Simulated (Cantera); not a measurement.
Charge: 1 mol TiCl4, 0.13 mol H2O, equilibrated at 82.5 Torr.

Method: chemical equilibrium by Gibbs-energy minimisation in Cantera with the NASA 1993 tables (ideal gas, pure condensed phases). Candidate condensed phases: H2O, Ti, TiCl2, TiCl3, TiCl4, TiO, TiO2, Ti2O3, Ti3O5, Ti4O7; 23 gas species. Rates play no part.

### Question
At 1425 °C, list the 4 most abundant gas species with their mole fractions, and the condensed phases.

### Answer
TiCl4 0.730, HCl 0.211, TiCl3 0.0298, Cl 0.0258. Condensed: TiO2(rutile).
